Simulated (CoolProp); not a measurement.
Properties of R143a along the isobar 220 bar.

Values from CoolProp's reference Helmholtz-energy equation of state, Lemmon and Jacobsen 2000.

```csv
T (K),phase,Z,cv (kJ/(kg K)),speed of sound (m/s),expansivity (1/kK),viscosity (µPa s),fugacity coefficient
189.4,liquid,0.9058,0.8299,1020,1.694,353,0.001358
214.9,liquid,0.8345,0.8565,922.0,1.789,271,0.005968
240.3,liquid,0.7821,0.8922,826.7,1.903,219,0.01788
265.8,liquid,0.7435,0.9313,735.4,2.049,183,0.04141
291.2,liquid,0.7166,0.9710,649.9,2.237,155,0.07923
316.7,liquid,0.6996,1.010,570.6,…,132,0.1322
342.1,liquid,0.6924,1.048,499.0,…,113,0.1983
367.6,supercritical,0.6947,1.085,436.0,3.132,96.3,…
393,supercritical,0.7069,1.120,383.9,3.488,82.4,0.3555
418.5,supercritical,0.7284,1.153,343.4,3.776,70.7,0.4379
444,supercritical,0.7576,1.184,314.6,3.918,61.4,0.5176
```

### Question
Complete the blanks.

### Answer

- 316.7, expansivity (1/kK): 2.480
- 342.1, expansivity (1/kK): 2.781
- 367.6, fugacity coefficient: 0.2744

Viscosity comes from a separate model (Klein 1997), an estimate that may be off by 10 % or more.
